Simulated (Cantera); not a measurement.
Input (Python, Cantera) and output of one run.

```python
import numpy as np
import cantera as ct

gas_names = [...]  # 109 gases of nasa_gas.yaml made of C, Cl, H, Si
cond_names = """
    C(gr) C6H6(L) C7H8(L) C8H18(L),n-octa Si(cr) Si(L) SiC(b)
""".split()


# ... load() reads the species with a 1 bar reference pressure and builds the phases ...
atoms = {
    'SiH2Cl2': {'Si': 1, 'H': 2, 'CL': 2},
    'CH4': {'C': 1, 'H': 4},
    'H2': {'H': 2},
}
top_T = {'C(gr)': 4500, 'SiC(b)': 3050}  # K; cautious upper limits of use, not melting points


# ... equilibrate(T, P, feed) seeds the gas with the atoms and calls Mixture.equilibrate('TP', solver="vcs", rtol=1e-11, max_steps=5000) ...
results = []
feed = {'SiH2Cl2': 1, 'CH4': 2.5, 'H2': 1400}  # mol
T = 1525  # K
for P in [100, 240, 560, 1300, 3200, 7500, 18000, 42000, 100000]:
    mix = equilibrate(T, P, feed)
    results.append((T, P, feed, dict(zip(mix.species_names, mix.species_moles))))

top = {s: max(r[3][s] / sum(r[3][g] for g in gas_names) for r in results) for s in gas_names}
cols = sorted((s for s in top if top[s] > 0.001), key=lambda s: -top[s])[:5]
seen = [c for c in cond_names if any(r[3].get(c, 0) > 1e-12 for r in results)]
print("log10 of partial pressures in bar; condensed amounts in mol")
print(f"{'P/Pa':>10s}" + "".join(f"{s[:9]:>10s}" for s in cols + seen))
for T, P, feed, n in results:
    ng = sum(n[g] for g in gas_names)
    print(f"{P:10.4g}" + "".join(f"{np.log10(max(n[s] / ng * P / 1e5, 1e-99)):10.3f}" for s in cols)
          + "".join(f"{n.get(c, 0):10.4g}" for c in seen))
```

It prints:

```
log10 of partial pressures in bar; condensed amounts in mol
      P/Pa        H2       HCL       CH4     C(gr)    SiC(b)
       100    -3.001    -5.848    -8.644     1.463    0.9997
       240    -2.621    -5.467    -7.883     1.458    0.9998
       560    -2.253    -5.099    -7.147     1.448    0.9999
      1300    -1.887    -4.733    -6.415     1.424    0.9999
      3200    -1.496    -4.342    -5.633     1.363    0.9999
      7500    -1.126    -3.972    -4.893     1.225    0.9999
   1.8e+04    -0.746    -3.592    -4.133    0.8888    0.9999
   4.2e+04    -0.378    -3.224    -3.397    0.1217    0.9999
     1e+05    -0.001    -2.847    -2.975         0    0.9997
```

These are equilibrium values from Cantera (NASA tables, ideal gas, pure condensed phases), not measurements of a reactor.
